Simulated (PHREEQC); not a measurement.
0.046 g of hydrous ferric oxide (600 m²/g; 0.2 weak and 0.005 strong sites per Fe, Dzombak-Morel constants, diffuse double layer) in 1 kg of water with 0.001 mol/kgw of an inert sodium salt and 5.3e-07 mol/kgw Na2SO4, at 25 °C; the pH is set by adding NaOH or the inert anion's acid. Oxygen is held at 0.21 atm. The system is closed to CO2. Precipitation was switched off in this run.

Base run: PHREEQC, ion-association model, wateq4f.dat. Each further column changes one thing. The table gives surface charge σ (C/m²).

```json
[
 {"pH": "4", "base": "0.116", "background salt from 0.001 to 0.0001 mol/kgw": "0.066", "oxide from 0.046 to 0.23 g/kgw": "0.119"},
 {"pH": "4.67", "base": "0.066", "background salt from 0.001 to 0.0001 mol/kgw": "…", "oxide from 0.046 to 0.23 g/kgw": "0.068"},
 {"pH": "5.33", "base": "0.036", "background salt from 0.001 to 0.0001 mol/kgw": "0.014", "oxide from 0.046 to 0.23 g/kgw": "…"},
 {"pH": "6", "base": "0.018", "background salt from 0.001 to 0.0001 mol/kgw": "0.006", "oxide from 0.046 to 0.23 g/kgw": "0.019"},
 {"pH": "6.67", "base": "0.009", "background salt from 0.001 to 0.0001 mol/kgw": "0.003", "oxide from 0.046 to 0.23 g/kgw": "0.009"},
 {"pH": "7.33", "base": "0.004", "background salt from 0.001 to 0.0001 mol/kgw": "0.001", "oxide from 0.046 to 0.23 g/kgw": "0.004"},
 {"pH": "8", "base": "0.000", "background salt from 0.001 to 0.0001 mol/kgw": "0.000", "oxide from 0.046 to 0.23 g/kgw": "0.000"},
 {"pH": "8.67", "base": "-0.003", "background salt from 0.001 to 0.0001 mol/kgw": "-0.001", "oxide from 0.046 to 0.23 g/kgw": "-0.003"},
 {"pH": "9.33", "base": "-0.007", "background salt from 0.001 to 0.0001 mol/kgw": "-0.002", "oxide from 0.046 to 0.23 g/kgw": "-0.007"},
 {"pH": "10", "base": "-0.015", "background salt from 0.001 to 0.0001 mol/kgw": "-0.007", "oxide from 0.046 to 0.23 g/kgw": "-0.016"},
 {"pH": "10.67", "base": "-0.035", "background salt from 0.001 to 0.0001 mol/kgw": "-0.024", "oxide from 0.046 to 0.23 g/kgw": "-0.035"},
 {"pH": "11.33", "base": "-0.085", "background salt from 0.001 to 0.0001 mol/kgw": "-0.076", "oxide from 0.046 to 0.23 g/kgw": "-0.086"},
 {"pH": "12", "base": "-0.200", "background salt from 0.001 to 0.0001 mol/kgw": "…", "oxide from 0.046 to 0.23 g/kgw": "…"}
]
```

Some entries are withheld; supply them.


- 4.67, background salt from 0.001 to 0.0001 mol/kgw: 0.029
- 5.33, oxide from 0.046 to 0.23 g/kgw: 0.037
- 12, background salt from 0.001 to 0.0001 mol/kgw: -0.196
- 12, oxide from 0.046 to 0.23 g/kgw: -0.201
